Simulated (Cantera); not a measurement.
Charge: 1 mol B, 5.3 mol H2O, 17 mol N2, held at 0.00250 bar.

Cantera equilibrium calculation (NASA polynomials, part measured and part estimated; ideal gas, pure solids and liquids). Candidate condensed phases: B, BN, B2O3, B3O3H3, H2O; 39 gas species. Gases not in the tables: H3BO3. Kinetics and transport are ignored.

**Question.** Which condensed phases are stable at each of these points (T (K)): 1073, 1173, 1273, 1373, 1473, 1573, 1673, 1773, 1873?

**Answer.** 
| T (K) | condensed phases | B condensed (%) |
|---|---|---|
| 1073 | B2O3(l) | 97.5 |
| 1173 | B2O3(l) | 89.4 |
| 1273 | B2O3(l) | 59.9 |
| 1373 | gas only | 0.0 |
| 1473 | gas only | 0.0 |
| 1573 | gas only | 0.0 |
| 1673 | gas only | 0.0 |
| 1773 | gas only | 0.0 |
| 1873 | gas only | 0.0 |

From 1073 K to 1273 K the condensed part is B2O3(l). From 1373 K to 1873 K nothing is condensed.
